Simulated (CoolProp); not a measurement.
Vapour-liquid equilibrium of C2F6 (R116) (1) + R143a (2) at 0.279 MPa; x and y are mole fractions of (1).

Values from CoolProp's multi-fluid Helmholtz-energy mixture model, Lemmon 2006 and Lemmon and Jacobsen 2000; pair parameters Bell 2016.

| x | bubble temperature (K) | y at the bubble point | dew temperature at overall composition x (K) | liquid density (mol/L) |
|---|---|---|---|---|
| 0.05 | 242.0 | 0.280 | 248.6 | [?] |
| 0.125 | 233.8 | 0.515 | 246.6 | 13.07 |
| 0.2 | 228.5 | 0.637 | 244.4 | 12.94 |
| 0.275 | 225.1 | 0.706 | 242.2 | [?] |
| 0.35 | 222.8 | 0.750 | 239.8 | 12.54 |
| 0.425 | 221.3 | 0.779 | 237.2 | 12.32 |
| 0.5 | 220.2 | 0.802 | 234.4 | 12.09 |
| 0.575 | 219.3 | 0.821 | 231.3 | 11.88 |
| 0.65 | [?] | 0.839 | 227.9 | 11.67 |
| 0.725 | 217.9 | 0.859 | 224.1 | 11.48 |
| 0.8 | 217.4 | 0.883 | 220.3 | [?] |
| 0.875 | 216.8 | 0.915 | 217.5 | 11.14 |
| 0.95 | 216.4 | 0.959 | 216.5 | 11.00 |

Question: What belongs in the gaps?

Answer: 
- 0.05, liquid density (mol/L): 13.12
- 0.275, liquid density (mol/L): 12.75
- 0.65, bubble temperature (K): 218.6
- 0.8, liquid density (mol/L): 11.30

No azeotrope shows between x = 0.05 and 0.95.

The pair parameters rest on a limited set of measurements; away from them the model extrapolates. With so large a gap from Raoult's law the liquid may split in two, which this calculation doesn't test in full.
